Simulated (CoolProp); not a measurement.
A simple Rankine cycle with R114: condensing at 313.15 K, boiler at 0.847 MPa, turbine inlet 389 K, turbine efficiency 0.85, pump efficiency 0.7, no recuperator. Each further row changes one setting.

Model: reference Helmholtz-energy equation of state, Platzer 1990, in CoolProp. This equation is an older, rougher fit; its heat capacities, sound speeds and derivatives of the liquid may be far off and weren't checked against measurements.

```csv
case,thermal efficiency (%),net work (kJ/kg),heat in (kJ/kg),turbine exit temperature (K),volume ratio over the turbine
as stated,7.2,12.5,175,366.4,2.54
turbine inlet 409 K,7.0,13.4,192,386.4,2.51
condensing temperature 305.15 K,8.6,15.8,183,361.1,3.20
boiler pressure 0.593 MPa,4.5,8.00,178,375.7,1.75
turbine efficiency 0.75,6.3,11.0,175,368.3,2.55
```
